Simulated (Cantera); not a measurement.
An adiabatic, constant-pressure homogeneous reactor starts with CH₄ : O₂ : N₂ = 0.35 : 2.3 : 8.64 (molar parts), at 1475 K and 7500 Torr.

Detailed kinetics in Cantera: GRI-Mech 3.0 (53 species, 325 reactions).

x: mole fraction; the columns are a selection and need not sum to one.

| t (s) | T (K) | x CH₄ | x O₂ | x H | x C₂H₄ | x NO | x HCO | x CH₂CO |
|---|---|---|---|---|---|---|---|---|
| 3.00e-6 | 1475 | 0.0310 | 0.204 | 2.62e-9 | 2.02e-11 | <1e-12 | <1e-12 | <1e-12 |
| 8.88e-6 | 1475 | 0.0310 | 0.204 | 5.66e-9 | 8.83e-10 | <1e-12 | 7.73e-12 | <1e-12 |
| 2.63e-5 | 1475 | 0.0310 | 0.204 | 2.69e-8 | 6.97e-8 | <1e-12 | 1.68e-10 | 1.97e-11 |
| 7.77e-5 | 1478 | 0.0304 | 0.203 | 3.34e-7 | 1.06e-5 | 1.85e-12 | 1.12e-8 | 6.57e-8 |
| 0.000230 | 2130 | <1e-12 | 0.141 | 1.02e-5 | <1e-12 | ___ | 6.61e-12 | <1e-12 |
| 0.000681 | 2133 | <1e-12 | 0.141 | 7.49e-6 | <1e-12 | ___ | 1.95e-12 | <1e-12 |
| 0.00201 | 2132 | <1e-12 | 0.141 | 7.48e-6 | <1e-12 | ___ | 1.95e-12 | <1e-12 |
| 0.00596 | 2132 | <1e-12 | 0.141 | 7.45e-6 | <1e-12 | ___ | 1.94e-12 | <1e-12 |
| 0.0176 | 2131 | <1e-12 | 0.141 | 7.38e-6 | <1e-12 | ___ | 1.91e-12 | <1e-12 |
| 0.0522 | 2128 | <1e-12 | 0.140 | 7.18e-6 | <1e-12 | ___ | 1.84e-12 | <1e-12 |
| 0.154 | 2121 | <1e-12 | 0.139 | 6.78e-6 | <1e-12 | ___ | 1.68e-12 | <1e-12 |
| 0.457 | 2115 | <1e-12 | 0.137 | 6.39e-6 | <1e-12 | 0.00771 | 1.54e-12 | <1e-12 |
| 1.35 | 2114 | <1e-12 | 0.137 | 6.33e-6 | <1e-12 | 0.00821 | 1.52e-12 | <1e-12 |
| 4.00 | 2114 | <1e-12 | 0.137 | 6.33e-6 | <1e-12 | 0.00821 | 1.52e-12 | <1e-12 |

**Question.** Complete the blanks.

**Answer.** 
- 0.000230, x NO: 1.31e-5
- 0.000681, x NO: 3.28e-5
- 0.00201, x NO: 9.00e-5
- 0.00596, x NO: 0.000258
- 0.0176, x NO: 0.000742
- 0.0522, x NO: 0.00205
- 0.154, x NO: 0.00486
